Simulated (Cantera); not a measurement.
A perfectly stirred reactor is fed with NO : N2 = 1 : 0.12 (molar parts), at 1.00 bar; it is held at 1800 K, and followed from long to short residence time.

Computed with Cantera and GRI-Mech 3.0 (53 species, 325 reactions).

Problem. What does this change do: NO 1 to 0.41 parts?

Solution. 
```tsv
quantity	before	after
x(NO) at τ = 1.70 s	0.583	0.523
x(O) at τ = 1.70 s	4.96e-5	4.47e-5
x(O2) at τ = 1.70 s	0.154	0.125
x(N2O) at τ = 1.70 s	0.000136	0.000110
x(N2) at τ = 1.70 s	0.262	0.352
x(NO) at τ = 63.0 ms	0.870	0.756
x(O) at τ = 63.0 ms	1.86e-5	1.67e-5
x(O2) at τ = 63.0 ms	0.0110	0.00829
x(N2O) at τ = 63.0 ms	0.000307	0.000232
x(N2) at τ = 63.0 ms	0.118	0.235
```

Problem. What does this change do: NO 1 to 0.32 parts?

Solution. 
```
quantity                 before     after
---------------------  --------  --------
x(NO) at τ = 1.70 s       0.583     0.499
x(O) at τ = 1.70 s      4.96e-5   4.27e-5
x(O2) at τ = 1.70 s       0.154     0.113
x(N2O) at τ = 1.70 s   0.000136  0.000100
x(N2) at τ = 1.70 s       0.262     0.387
x(NO) at τ = 63.0 ms      0.870     0.712
x(O) at τ = 63.0 ms     1.86e-5   1.60e-5
x(O2) at τ = 63.0 ms     0.0110   0.00735
x(N2O) at τ = 63.0 ms  0.000307  0.000206
x(N2) at τ = 63.0 ms      0.118     0.280
```
